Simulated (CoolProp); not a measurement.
Aqueous magnesium chloride as a coolant, at 10 °C, 1 atm.

The numbers come from the Melinder's fits for secondary coolants in CoolProp.

| mass % | freezing point (°C) | viscosity (mPa s) | cp (kJ/(kg K)) | conductivity (W/(m K)) | density (kg/m³) |
|---|---|---|---|---|---|
| 4.1 | -2.4 | 1.55 | 3.937 | 0.572 | 1035 |
| 6.6 | -4.3 | 1.67 | 3.788 | 0.567 | 1056 |
| 9.1 | -7.1 | 1.90 | 3.643 | 0.561 | 1079 |
| 11.6 | -10.7 | [?] | 3.502 | [?] | 1101 |
| 14.1 | -15.1 | 2.55 | 3.368 | 0.547 | 1123 |
| 16.7 | -20.3 | [?] | 3.237 | 0.540 | 1147 |
| 19.2 | -26.4 | 3.29 | [?] | 0.533 | [?] |
| 21.7 | -34.3 | [?] | 3.007 | [?] | 1196 |
| 24.2 | -45.5 | 10.9 | 2.896 | 0.514 | 1225 |

Problem. Complete the blanks.

Solution. 
- 11.6, viscosity (mPa s): 2.21
- 11.6, conductivity (W/(m K)): 0.554
- 16.7, viscosity (mPa s): 2.86
- 19.2, cp (kJ/(kg K)): 3.119
- 19.2, density (kg/m³): 1171
- 21.7, viscosity (mPa s): 4.61
- 21.7, conductivity (W/(m K)): 0.525
